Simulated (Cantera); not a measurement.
# Thermodynamics of hydrogen reduction and annealing atmospheres, feed FeS + H₂ + H₂O

Input: 1 mol FeS, a varied amount of H₂, 0.21 mol H₂O, equilibrated at 1200 °C and 0.150 Torr.

These are equilibrium values from Cantera (NASA tables, ideal gas, pure condensed phases), not measurements of a reactor. Candidate condensed phases: Fe, FeO, Fe(OH)₂, Fe(OH)₃, FeS, FeSO₄, FeS₂, Fe₂O₃, Fe₂(SO₄)₃, Fe₃O₄, H₂O, H₂SO₄, S; 22 gas species. Metal and sulfide melt together well below either melting point, which pure phases cannot show. Mutual solubility and eutectic melting of coexisting phases are not modelled. FeS: taken at fixed stoichiometry. Kinetics and transport are ignored.

```
n(H₂) (mol)   x H₂     x S₂     x H₂O    x H₂S      x SH       x H       x S      x Fe  n Fe(γ)  n FeS(l)
-----------  -----  -------  --------  -------  --------  --------  --------  --------  -------  --------
4            0.877   0.0585    0.0463   0.0124   0.00329  0.000839  0.000507  0.000419    0.598     0.400
7            0.898   0.0569    0.0272   0.0126   0.00329  0.000849  0.000500  0.000419    0.997         0
12           0.936   0.0330    0.0165  0.00998   0.00255  0.000867  0.000381  0.000419    0.995         0
22           0.963   0.0173   0.00924  0.00742   0.00187  0.000879  0.000275  0.000419    0.991         0
38           0.977  0.00937   0.00542  0.00554   0.00139  0.000886  0.000203  0.000419    0.984         0
67           0.986  0.00481   0.00310  0.00401   0.00100  0.000890  0.000145  0.000419    0.972         0
120          0.991  0.00234   0.00174  0.00281  0.000700  0.000892  0.000101  0.000419    0.949         0
210          0.994  0.00112  0.000996  0.00195  0.000485  0.000894   7.01e-5  0.000419    0.912         0
```
x: gas mole fraction; n: condensed amount in mol.

At 4 mol H₂ the condensed part is Fe(γ) + FeS(l). From 7 mol H₂ to 210 mol H₂ the condensed part is Fe(γ). The main Fe-bearing gas is Fe throughout. The share of Fe in condensed phases is highest at 4 mol H₂ (99.8 %) and lowest at 210 mol H₂ (91.2 %).
